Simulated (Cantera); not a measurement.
Input: 1 mol Cr2O3, 120 mol H2, 9.3 mol H2O, held at 135 Torr.

Equilibrium computed with Cantera from the NASA thermochemical tables; the gas is ideal and each condensed phase is pure. Candidate condensed phases: Cr, Cr2O3, H2O; 13 gas species. Kinetics and transport are ignored.

Question: Which condensed phases are stable at each of these points (T (°C)): 700, 800, 900, 1000, 1100, 1200, 1300, 1400, 1500, 1600, 1700, 1800, 1900, 2000?

Answer: 
```tsv
T (°C)	condensed phases	Cr condensed (%)
700	Cr2O3(s)	100.0
800	Cr2O3(s)	100.0
900	Cr2O3(s)	100.0
1000	Cr2O3(s)	100.0
1100	Cr2O3(s)	100.0
1200	Cr2O3(s)	100.0
1300	Cr2O3(s)	100.0
1400	Cr2O3(s)	100.0
1500	Cr2O3(s)	100.0
1600	Cr2O3(s)	99.6
1700	Cr2O3(s)	97.7
1800	Cr2O3(s)	88.6
1900	Cr2O3(s)	55.9
2000	gas only	0.0
```

From 700 °C to 1900 °C the condensed part is Cr2O3(s). At 2000 °C nothing is condensed.
